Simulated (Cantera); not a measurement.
# Reactions in the system C-H-N-Ta

Source: NASA polynomial tables (part measured, part estimated), evaluated in Cantera. Values are per mole of reaction as written; species without (g) are pure solids or liquids, kept so even where they would boil at 1 bar. TaC: taken at fixed stoichiometry.

2 N2(g) + 2 TaC + C2H4(g) → 4 HCN(g) + 2 Ta

| T (K) | ΔH° (kJ) | ΔS° (J/K) | ΔG° (kJ) | log10 K |
|---|---|---|---|---|
| 798 | 779.6 | 212.3 | 610.1 | -39.94 |
| 848 | 779.5 | 212.3 | 599.5 | -36.93 |
| 898 | 779.4 | 212.2 | 588.9 | -34.26 |
| 948 | 779.3 | 212.0 | 578.3 | -31.86 |
| 998 | 779.1 | 211.8 | 567.7 | -29.71 |
| 1048 | 778.8 | 211.6 | 557.1 | -27.77 |
| 1098 | 778.6 | 211.3 | 546.6 | -26.00 |
